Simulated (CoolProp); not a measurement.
A Linde-Hampson liquefier for carbon monoxide: isothermal reversible compression at 200 K from 1 atm to 40 MPa, throttling to 1 atm, return gas leaving the recuperator 2 K below the feed. Each further row changes one setting.

Values from CoolProp's reference Helmholtz-energy equation of state, Lemmon 2006. It is a short technical equation, of lower accuracy than the large ones.

```json
[
 {"case": "as stated", "liquid yield per pass": "0.275", "compression work (kJ/kg of gas)": "335"},
 {"case": "high pressure 80 MPa", "liquid yield per pass": "0.208", "compression work (kJ/kg of gas)": "402"},
 {"case": "warm-end temperature 230 K", "liquid yield per pass": "0.204", "compression work (kJ/kg of gas)": "399"},
 {"case": "warm-end gap 7 K", "liquid yield per pass": "0.263", "compression work (kJ/kg of gas)": "335"}
]
```
